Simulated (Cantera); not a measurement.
An adiabatic, constant-pressure homogeneous reactor starts with 4.35 % CH4, 0.956 % CO, 19.9 % O2, 74.8 % N2, at 1498 K and 101000 Pa.

Model: GRI-Mech 3.0 (53 species, 325 reactions), integrated in Cantera.

Predict: time of steepest temperature rise; temperature at 0.500 s; equilibrium temperature; x(CO) at 0.500 s; x(O2) at 0.500 s; x(H) at 0.500 s.


```json
{
 "time_of_steepest_temperature_rise": "0.897 ms",
 "temperature at 0.500 s": "2374 K",
 "equilibrium_temperature": "2374 K",
 "x(CO) at 0.500 s": "0.00287 (gas-phase equilibrium 0.00287)",
 "x(O2) at 0.500 s": "0.101 (gas-phase equilibrium 0.101)",
 "x(H) at 0.500 s": "0.000399 (gas-phase equilibrium 0.000399)"
}
```
